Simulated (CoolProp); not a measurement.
200 sccm (0 °C, 1 atm) of nitrogen bubbles through liquid methanol at 288.7 K and leaves saturated at a total pressure of 0.107 MPa (ideal gas phase). Each further row changes one setting.

Computed with CoolProp (reference Helmholtz-energy equation of state, de Reuck 1993).

| case | vapour pressure (kPa) | mole fraction of vapour | delivery (mg/min) | delivery (sccm) | change of delivery for a bath 1 K warmer (%) |
|---|---|---|---|---|---|
| as stated | 10.2 | ? | 30.2 | 21.1 | 6.4 |
| bath temperature 293.7 K | ? | ? | 41.0 | 28.7 | 6.3 |
| total pressure 0.214 MPa | 10.2 | ? | 14.3 | ? | 6.0 |

Problem. What belongs in the gaps?

Solution. 
- as stated, mole fraction of vapour: 0.0954
- bath temperature 293.7 K, vapour pressure (kPa): 13.4
- bath temperature 293.7 K, mole fraction of vapour: 0.125
- total pressure 0.214 MPa, mole fraction of vapour: 0.0477
- total pressure 0.214 MPa, delivery (sccm): 10.0
